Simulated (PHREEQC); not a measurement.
A made-up water analysis in mg/L, 25 °C, pH 2.82, pe 11.6:

```tsv
constituent	mg/L
Na	109
K	54.4
Ca	944
Mg	0.622
Cl	780
S(6) as SO4	1960
Si as SiO2	3.22
Al	19.1
```

Valence states are taken as typed.

All values are PHREEQC results (ion-association model, phreeqc.dat), not measurements.

No solid was allowed to form.

Task: Order these S species by the share of S that they hold, largest first: AlSO4+, SO4-2, CaSO4, Al(SO4)2-, HSO4-.

Result: SO4-2 (60 %), CaSO4 (31 %), HSO4- (4.5 %), AlSO4+ (2.5 %), Al(SO4)2- (0.78 %)

Task: Order these Ca species by the share of Ca that they hold, largest first: Ca+2, CaHSO4+, CaSO4.

Result: Ca+2 (73 %), CaSO4 (27 %), CaHSO4+ (0.34 %)

The pH is 2.82 and the ionic strength 0.0754 mol/kgw. Saturation is exceeded, for instance for Gypsum; the values hold only as long as no solid forms. Complexes and solids missing from the database can't appear.
